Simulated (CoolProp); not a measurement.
Acetone along the isotherm 550 K: Z from the reference equation and from simpler models built on Tc = 508.1 K, pc = 4.692 MPa, ω = 0.307; each cubic takes its own stable root.

The numbers come from the reference Helmholtz-energy equation of state, Lemmon 2006 in CoolProp. It is a short technical equation, of lower accuracy than the large ones.

| p (MPa) | phase | reference |
|---|---|---|
| 4.27 | gas | 0.6937 |
| 8.53 | supercritical | 0.3283 |
| 12.8 | supercritical | 0.3700 |
| 17.1 | supercritical | 0.4499 |
| 21.3 | supercritical | 0.5301 |
| 25.6 | supercritical | 0.6115 |
| 29.9 | supercritical | 0.6918 |
| 34.1 | supercritical | 0.7689 |
| 38.4 | supercritical | 0.8468 |
| 42.7 | supercritical | 0.9235 |
| 46.9 | supercritical | 0.9975 |

Problem. How far does each simpler model (Redlich-Kwong, Soave-Redlich-Kwong, Peng-Robinson) lie from the reference over these 11 states: mean and median of the absolute difference, and the worst?

Solution. 
- Redlich-Kwong: mean 21.6 %, median 22.7 %, worst +27.9 % at 550 K and 12.8 MPa
- Soave-Redlich-Kwong: mean 25.4 %, median 25.3 %, worst +36.2 % at 550 K and 8.53 MPa
- Peng-Robinson: mean 14.4 %, median 13.3 %, worst +26.7 % at 550 K and 8.53 MPa
